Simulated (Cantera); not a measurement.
A Cantera script and what it prints.

```python
import numpy as np
import cantera as ct

gas_names = """
    F F2 N NF NF2 NF3 N2 Si SiF SiF2 SiF3 SiF4 SiN Si2 Si2N Si3
""".split()
cond_names = """
    Si(cr) Si(L) Si3N4(a)
""".split()


def load(file, names, dense=False):
    # The tables refer to 1 bar. Condensed volumes are neglected.
    table = {s.name: s for s in ct.Species.list_from_file(file)}
    out = []
    for n in names:
        d = dict(table[n].input_data)
        d["thermo"] = dict(d["thermo"], **{"reference-pressure": 1e5})
        if dense:
            d["equation-of-state"] = {"model": "constant-volume", "density": "1e6 g/cm^3"}
        out.append(ct.Species.from_dict(d))
    return out


gas = ct.Solution(thermo="ideal-gas", species=load("nasa_gas.yaml", gas_names))
cond = {s.name: ct.Solution(thermo="fixed-stoichiometry", species=[s], name=s.name)
        for s in load("nasa_condensed.yaml", cond_names, dense=True)}
atoms = {
    'Si': {'Si': 1},
    'NF3': {'N': 1, 'F': 3},
}
top_T = {'Si3N4(a)': 2400}  # K; cautious upper limits of use, not melting points


def equilibrate(T, P, feed):
    n = {}
    for name, mol in feed.items():
        for a, k in atoms[name].items():
            n[a] = n.get(a, 0.0) + k * mol
    gas.TPX = T, P, n
    mass = sum(n.values()) * gas.mean_molecular_weight
    gas.equilibrate("TP")
    valid = [c for c in cond.values() if c.min_temp <= T <= top_T.get(c.name, c.max_temp)]
    mix = ct.Mixture([(gas, mass / gas.mean_molecular_weight)] + [(c, 0.0) for c in valid])
    mix.T, mix.P = T, P
    mix.equilibrate("TP", solver="vcs", rtol=1e-11, max_steps=5000)
    return mix


results = []
T = 775  # K
P = 380  # Pa
for m in [0.69, 0.85, 1, 1.3, 1.5, 1.9, 2.3, 2.8, 3.5, 4.2]:
    feed = {'Si': 1, 'NF3': m}  # mol
    mix = equilibrate(T, P, feed)
    results.append((T, P, feed, dict(zip(mix.species_names, mix.species_moles))))
    x = sorted(zip(gas.X, gas.species_names), reverse=True)
    print(f"T = {T:g} K  P = {P:g} Pa  n(NF3) = {m:g} mol  gas = {mix.phase_moles(0):.4g} mol")
    print("   x: " + "  ".join(f"{s} {v:.3e}" for v, s in x if v > 1e-05))
    print("   condensed (mol): " + ("  ".join(f"{mix.phase(i).name} {mix.phase_moles(i):.4g}"
          for i in range(1, mix.n_phases) if mix.phase_moles(i) > 1e-12) or "none"))
```

Result:

```
T = 775 K  P = 380 Pa  n(NF3) = 0.69 mol  gas = 0.5408 mol
   x: SiF4 9.569e-01  N2 4.314e-02
   condensed (mol): Si3N4(a) 0.1608
T = 775 K  P = 380 Pa  n(NF3) = 0.85 mol  gas = 0.8208 mol
   x: SiF4 7.766e-01  N2 2.234e-01
   condensed (mol): Si3N4(a) 0.1208
T = 775 K  P = 380 Pa  n(NF3) = 1 mol  gas = 1.083 mol
   x: SiF4 6.923e-01  N2 3.077e-01
   condensed (mol): Si3N4(a) 0.08333
T = 775 K  P = 380 Pa  n(NF3) = 1.3 mol  gas = 1.608 mol
   x: SiF4 6.062e-01  N2 3.938e-01
   condensed (mol): Si3N4(a) 0.008333
T = 775 K  P = 380 Pa  n(NF3) = 1.5 mol  gas = 2.024 mol
   x: SiF4 4.942e-01  N2 3.691e-01  F2 1.044e-01  F 2.932e-02  NF3 2.977e-03
   condensed (mol): none
T = 775 K  P = 380 Pa  n(NF3) = 1.9 mol  gas = 2.834 mol
   x: SiF4 3.528e-01  N2 3.297e-01  F2 2.602e-01  F 4.627e-02  NF3 1.107e-02
   condensed (mol): none
T = 775 K  P = 380 Pa  n(NF3) = 2.3 mol  gas = 3.637 mol
   x: F2 3.472e-01  N2 3.079e-01  SiF4 2.749e-01  F 5.346e-02  NF3 1.649e-02
   condensed (mol): none
T = 775 K  P = 380 Pa  n(NF3) = 2.8 mol  gas = 4.639 mol
   x: F2 4.138e-01  N2 2.914e-01  SiF4 2.156e-01  F 5.836e-02  NF3 2.087e-02
   condensed (mol): none
T = 775 K  P = 380 Pa  n(NF3) = 3.5 mol  gas = 6.039 mol
   x: F2 4.701e-01  N2 2.775e-01  SiF4 1.656e-01  F 6.220e-02  NF3 2.465e-02
   condensed (mol): none
T = 775 K  P = 380 Pa  n(NF3) = 4.2 mol  gas = 7.439 mol
   x: F2 5.053e-01  N2 2.688e-01  SiF4 1.344e-01  F 6.449e-02  NF3 2.704e-02
   condensed (mol): none
```

Method: chemical equilibrium by Gibbs-energy minimisation in Cantera with the NASA 1993 tables (ideal gas, pure condensed phases).
